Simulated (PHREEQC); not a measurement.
A PHREEQC input (ion-association model, wateq4f.dat):

```
SOLUTION 1
  temp 25
  units mg/L
  pH 6.97
  pe 8.5
  Na 18.6
  K 0.552
  Ca 7.13
  Mg 0.186
  Cl 5.3
  S(6) 18.5 as SO4
  Alkalinity 38.4 as HCO3
  O(0) 0.331
END
USE solution 5
EQUILIBRIUM_PHASES 1
  CO2(g) -2.5 10
END
```

It stops with these messages:

```
ERROR: Solution 5 not found.
```

The fault: USE names a solution that was never defined. The line should read `USE solution 1` where the input has `USE solution 5`. With the mend the run ends at pH 7.10 and ionic strength 0.00153 mol/kgw.
